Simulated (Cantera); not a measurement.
Cantera run:

```python
import numpy as np
import cantera as ct

gas_names = """
    NO2 N2 TaO2 CO2
""".split()
cond_names = """
    TaC(s) TaC(L)
""".split()


# ... load() reads the species with a 1 bar reference pressure and builds the phases ...
species = {s.name: s for s in load("nasa_gas.yaml", gas_names) + load("nasa_condensed.yaml", cond_names)}
# Each term lists the table entries of one substance; the one whose range holds T is used.
reactions = {
    'TaC + 2 NO2(g) = N2(g) + TaO2(g) + CO2(g)':
        [(-1, ['TaC(s)', 'TaC(L)']), (-2, ['NO2']), (1, ['N2']), (1, ['TaO2']), (1, ['CO2'])],
}


def pick(names, T):
    return next(species[n] for n in names if species[n].thermo.min_temp <= T <= species[n].thermo.max_temp)


results = []
for label, terms in reactions.items():
    print(label)
    print("     T/K   dH/kJ  dS/(J/K)   dG/kJ   log10 K")
    for T in [300, 1598, 1748, 1898, 2048, 2198, 2348, 2498, 2648]:
        used = [(nu, pick(names, T)) for nu, names in terms]
        dH = sum(nu * s.thermo.h(T) for nu, s in used) / 1e6
        dS = sum(nu * s.thermo.s(T) for nu, s in used) / 1e3
        dG = dH - T * dS / 1e3
        logK = -dG * 1e6 / (ct.gas_constant * T * np.log(10))
        results.append((label, T, dH, dS, dG, logK, [s.name for _, s in used]))
        print(f"{T:8g} {dH:8.1f} {dS:8.1f} {dG:8.1f} {logK:8.2f}")
```

Result:

```
TaC + 2 NO2(g) = N2(g) + TaO2(g) + CO2(g)
     T/K   dH/kJ  dS/(J/K)   dG/kJ   log10 K
     300   -518.6    162.9   -567.5    98.81
    1598   -534.9    145.7   -767.8    25.10
    1748   -537.8    144.0   -789.5    23.59
    1898   -540.8    142.4   -811.0    22.32
    2048   -544.0    140.7   -832.2    21.23
    2198   -547.3    139.2   -853.2    20.28
    2348   -550.9    137.6   -873.9    19.44
    2498   -554.7    136.0   -894.5    18.70
    2648   -558.6    134.5   -914.8    18.04
```

Standard-state values (1 bar) from the NASA 1993 polynomials, evaluated with Cantera. TaC: taken at fixed stoichiometry. Condensed species are held in their standard states even where they would react or evaporate.
